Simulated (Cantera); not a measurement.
**Adiabatic ignition**

An adiabatic, constant-pressure homogeneous reactor starts with C₃H₈ : O₂ : N₂ = 1 : 6.85 : 27 (molar parts), at 1800 K and 1.00 bar.

Cantera simulation using GRI-Mech 3.0 (53 species, 325 reactions); the numbers are that mechanism's predictions, not measurements. GRI-Mech 3.0 was tuned for natural gas; its chemistry of propane as a main component is partial and can be far from experiment.

| t (s) | T (K) | x C₃H₈ | x O₂ | x HO₂ | x CH₂ | x NO₂ | x NO |
|---|---|---|---|---|---|---|---|
| 3.00e-6 | 1763 | 0.0206 | 0.192 | 0.000309 | 1.26e-5 | 2.15e-12 | 7.27e-10 |
| 8.11e-6 | 1838 | 0.00429 | 0.169 | 0.000919 | 5.25e-5 | 2.79e-10 | 3.02e-8 |
| 2.19e-5 | 2397 | <1e-12 | 0.0661 | 6.20e-6 | 7.44e-12 | 6.69e-9 | 3.63e-5 |
| 5.92e-5 | 2495 | <1e-12 | 0.0608 | 5.71e-6 | <1e-12 | 3.72e-8 | 0.000190 |
| 0.000160 | 2640 | <1e-12 | 0.0593 | 6.62e-6 | <1e-12 | 2.17e-7 | 0.000802 |
| 0.000433 | 2748 | <1e-12 | 0.0571 | 8.90e-6 | <1e-12 | 1.04e-6 | 0.00297 |
| 0.00117 | 2755 | <1e-12 | 0.0547 | 8.92e-6 | <1e-12 | 2.84e-6 | 0.00800 |
| 0.00316 | 2749 | <1e-12 | 0.0520 | 8.50e-6 | <1e-12 | 4.94e-6 | 0.0142 |
| 0.00854 | 2747 | <1e-12 | 0.0511 | 8.36e-6 | <1e-12 | 5.59e-6 | 0.0161 |
| 0.0231 | 2747 | <1e-12 | 0.0511 | 8.36e-6 | <1e-12 | 5.60e-6 | 0.0162 |
| 0.0624 | 2747 | <1e-12 | 0.0511 | 8.36e-6 | <1e-12 | 5.60e-6 | 0.0162 |
| 0.169 | 2747 | <1e-12 | 0.0511 | 8.36e-6 | <1e-12 | 5.60e-6 | 0.0162 |
| 0.456 | 2747 | <1e-12 | 0.0511 | 8.36e-6 | <1e-12 | 5.60e-6 | 0.0162 |
| 1.23 | 2747 | <1e-12 | 0.0511 | 8.36e-6 | <1e-12 | 5.60e-6 | 0.0162 |
| 3.33 | 2747 | <1e-12 | 0.0511 | 8.36e-6 | <1e-12 | 5.60e-6 | 0.0162 |
| 9.00 | 2747 | <1e-12 | 0.0511 | 8.36e-6 | <1e-12 | 5.60e-6 | 0.0162 |
x: mole fraction; the columns are a selection and need not sum to one.

The time of steepest temperature rise comes out as 12.8 µs and the temperature at 9.00 s comes out as 2747 K. The equilibrium temperature is 2747 K and the x(C₃H₈) at 9.00 s is <1e-12 (gas-phase equilibrium <1e-12). The x(O₂) at 9.00 s is 0.0511 (gas-phase equilibrium 0.0511) and the x(HO₂) at 9.00 s comes out as 8.36e-6 (gas-phase equilibrium 8.36e-6).
